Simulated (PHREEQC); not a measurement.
Solution (25 °C): 85 mmol/kgw H2SO4 and 16 mmol/kgw CuSO4. Closed to the air; pH follows from the charge balance.

The numbers come from PHREEQC with the ion-association model, wateq4f.dat.

```tsv
quantity	before	after
pH	1.11	1.75
ionic strength (mol/kgw)	0.151	0.0663
HSO4- (mol/kgw)	0.0733	0.0130
SO4-2 (mol/kgw)	0.0223	0.0143
Cu+2 (mol/kgw)	0.0106	0.0103
CuSO4 (mol/kgw)	0.00538	0.00567
SI of Chalcanthite (CuSO4:5H2O)	-1.93	-1.91
SI of Tenorite (CuO)	-7.83	-6.45
```

**Question.** Which change was made?
(A) H2SO4 from 0.085 to 0.0085 mol/kgw
(B) H2SO4 from 0.085 to 0.017 mol/kgw
(C) diluted 5-fold with water
(D) diluted 100-fold with water

**Answer.** B, H2SO4 from 0.085 to 0.017 mol/kgw

Precipitation was switched off in this run.
